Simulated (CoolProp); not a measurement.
A simple Rankine cycle with dimethyl carbonate: condensing at 327.15 K, boiler at 4.06 MPa, turbine inlet 558.7 K, turbine efficiency 0.65, pump efficiency 0.8, no recuperator. Each further row changes one setting.

The numbers come from the reference Helmholtz-energy equation of state, Zhou 2011 in CoolProp.

```json
[
 {"case": "as stated", "thermal efficiency (%)": "17.8", "net work (kJ/kg)": "121", "heat in (kJ/kg)": "679", "turbine exit temperature (K)": "[?]", "volume ratio over the turbine": "189"},
 {"case": "turbine inlet 578.7 K", "thermal efficiency (%)": "17.9", "net work (kJ/kg)": "130", "heat in (kJ/kg)": "728", "turbine exit temperature (K)": "464.9", "volume ratio over the turbine": "172"},
 {"case": "condensing temperature 319.15 K", "thermal efficiency (%)": "18.6", "net work (kJ/kg)": "[?]", "heat in (kJ/kg)": "694", "turbine exit temperature (K)": "[?]", "volume ratio over the turbine": "263"},
 {"case": "boiler pressure 2.84 MPa", "thermal efficiency (%)": "17.2", "net work (kJ/kg)": "122", "heat in (kJ/kg)": "712", "turbine exit temperature (K)": "[?]", "volume ratio over the turbine": "111"},
 {"case": "turbine efficiency 0.55", "thermal efficiency (%)": "15.0", "net work (kJ/kg)": "102", "heat in (kJ/kg)": "679", "turbine exit temperature (K)": "452.4", "volume ratio over the turbine": "[?]"}
]
```

Problem. What belongs in the gaps?

Solution. 
- as stated, turbine exit temperature (K): 439.9
- condensing temperature 319.15 K, net work (kJ/kg): 129
- condensing temperature 319.15 K, turbine exit temperature (K): 434.6
- boiler pressure 2.84 MPa, turbine exit temperature (K): 460.0
- turbine efficiency 0.55, volume ratio over the turbine: 195
